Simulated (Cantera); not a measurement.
A freely propagating, adiabatic, planar premixed flame of 22.0 % H2, 15.5 % O2, 60.5 % N2, 2.05 % H2O, equivalence ratio 0.71, unburnt at 723 K and 3750 Torr; unity-Lewis-number transport, grid criteria slope 0.08 and curve 0.16, no radiation.

Detailed kinetics in Cantera: the H2/O2 subset of GRI-Mech 3.0, which has no nitrogen chemistry. The hydrogen kinetics of GRI-Mech 3.0 are dated; newer H2 mechanisms differ, most at raised pressure. Unity Lewis numbers drop preferential diffusion, which matters most where H2 and H carry the flame. Burning velocities carry a grid error of a few per cent, more on coarse grids.

x: mole fraction of selected species; z is measured from the peak of heat release.

| z (mm) | T (K) | u (m/s) | x H2 | x O2 | x H2O | x OH | x H2O2 | x HO2 |
|---|---|---|---|---|---|---|---|---|
| -0.141 | 723 | 5.33 | 0.220 | 0.155 | 0.0205 | <1e-8 | <1e-8 | 8.36e-8 |
| -0.0940 | 723 | 5.33 | 0.220 | 0.155 | 0.0205 | <1e-8 | 7.46e-8 | 1.19e-6 |
| -0.0705 | 724 | 5.34 | 0.220 | 0.155 | 0.0206 | <1e-8 | 3.83e-7 | 6.14e-6 |
| -0.0470 | 731 | 5.39 | 0.219 | 0.154 | 0.0215 | 3.85e-8 | 2.62e-6 | 4.30e-5 |
| -0.0235 | 836 | 6.12 | 0.206 | 0.148 | 0.0354 | 5.74e-5 | 2.61e-5 | 0.000487 |
| -0.0117 | 1105 | 7.95 | 0.169 | 0.130 | 0.0756 | 0.000982 | 3.87e-5 | 0.000572 |
| 0 | 1482 | 10.4 | 0.0944 | 0.0947 | 0.148 | 0.00524 | 1.31e-5 | 0.000309 |
| 0.0117 | 1741 | 12.0 | 0.0417 | 0.0669 | 0.199 | 0.0117 | 5.09e-6 | 0.000169 |
| 0.0235 | 1883 | 12.8 | 0.0246 | 0.0566 | 0.220 | 0.0149 | 3.29e-6 | 0.000111 |
| 0.0470 | 2028 | 13.6 | ? | 0.0519 | 0.236 | 0.0156 | ? | ? |
| 0.0940 | 2146 | 14.3 | 0.00959 | 0.0500 | 0.248 | 0.0136 | 1.37e-6 | 3.51e-5 |
| 0.188 | 2225 | 14.7 | 0.00492 | 0.0492 | 0.257 | 0.0105 | 9.32e-7 | 1.73e-5 |
| 0.376 | 2269 | 14.9 | ? | 0.0491 | 0.263 | ? | ? | ? |

Q: What belongs in the gaps?

A: 
- 0.0470, x H2: 0.0158
- 0.0470, x H2O2: 2.07e-6
- 0.0470, x HO2: 6.60e-5
- 0.376, x H2: 0.00228
- 0.376, x OH: 0.00749
- 0.376, x H2O2: 6.76e-7
- 0.376, x HO2: 9.42e-6
